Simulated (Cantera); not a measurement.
A perfectly stirred reactor is fed with CH4 : O2 : N2 = 0.0062 : 0.0068 : 1 (molar parts), at 0.600 bar; it is held at 1350 K, and followed from long to short residence time.

Computed with Cantera and GRI-Mech 3.0 (53 species, 325 reactions).

Question: Predict: x(CH4) at τ = 0.460 s; x(O2) at τ = 0.460 s; x(H) at τ = 0.460 s; x(CH2O) at τ = 0.460 s; x(CH4) at τ = 16.0 ms; x(O2) at τ = 16.0 ms; x(H) at τ = 16.0 ms; x(CH2O) at τ = 16.0 ms.

Answer: 
```
Item                       Value
----------------------  --------
x(CH4) at τ = 0.460 s    0.00103
x(O2) at τ = 0.460 s    0.000994
x(H) at τ = 0.460 s      4.32e-6
x(CH2O) at τ = 0.460 s   3.52e-6
x(CH4) at τ = 16.0 ms    0.00611
x(O2) at τ = 16.0 ms     0.00671
x(H) at τ = 16.0 ms      1.68e-9
x(CH2O) at τ = 16.0 ms   1.88e-6
```
